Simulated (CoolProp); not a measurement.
A Linde-Hampson liquefier for nitrogen: isothermal reversible compression at 290 K from 1 atm to 30 MPa, throttling to 1 atm, return gas leaving the recuperator 10 K below the feed. Each further row changes one setting.

Model: reference Helmholtz-energy equation of state, Span 2000, in CoolProp.

| case | liquid yield per pass | compression work (kJ/kg of gas) |
|---|---|---|
| as stated | 0.076 | 493 |
| high pressure 60 MPa | 0.067 | 570 |
| warm-end temperature 320 K | 0.050 | 547 |
| warm-end gap 15 K | 0.064 | 493 |
